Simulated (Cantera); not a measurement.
A freely propagating, adiabatic, planar premixed flame of 19.8 % H₂, 15.7 % O₂, 64.4 % N₂, equivalence ratio 0.63, unburnt at 700 K and 101000 Pa; unity-Lewis-number transport, grid criteria slope 0.08 and curve 0.16, no radiation.

Model: the H2/O2 subset of GRI-Mech 3.0, which has no nitrogen chemistry, integrated in Cantera. Unity Lewis numbers drop preferential diffusion, which matters most where H2 and H carry the flame. Burning velocities carry a grid error of a few per cent, more on coarse grids. Lean hydrogen flames are cellular in practice and burn faster than this planar one.

Task: Predict: laminar burning velocity; thermal thickness; peak x(O); peak x(OH); peak x(HO₂); peak x(H₂O₂).

Result: 
```json
{
  "laminar_burning_velocity": "460 cm/s",
  "thermal_thickness": "0.332 mm",
  "peak x(O)": "0.0146",
  "peak x(OH)": "0.0133",
  "peak x(HO₂)": "0.000188",
  "peak x(H₂O₂)": "6.21e-6"
}
```
